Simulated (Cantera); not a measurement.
Charge: 1 mol Al(CH3)3, 450 mol NH3, 19 mol H2, held at 1750 K and 10.0 mbar.

Cantera equilibrium calculation (NASA polynomials, part measured and part estimated; ideal gas, pure solids and liquids). Candidate condensed phases: Al, AlN, C, C6H6, C7H8, C8H18; 97 gas species. The feed counts by its element totals alone. Equilibrium is a limit: real reactors are often held back by kinetics, nucleation or transport.

Base state: H2 0.754, N2 0.242, HCN 0.00204, H 0.00202, Al 0.000182, C2H2 (acetylene) 8.66e-5, HNC 6.90e-5 (mole fractions); condensed: AlN(s) + C(graphite).

Problem. What changes in the equilibrium state with this change: temperature from 1750 K to 1650 K?

Solution. 
```csv
species,before,after
H2,0.754,0.755
N2,0.242,0.243
HCN,0.00204,0.00118
H,0.00202,0.000790
Al,0.000182,1.30e-5
C2H2 (acetylene),8.66e-5,3.45e-5
HNC,6.90e-5,3.11e-5
"AlN(s), mol",0.824,0.987
"C(graphite), mol",0.885,1.81
```
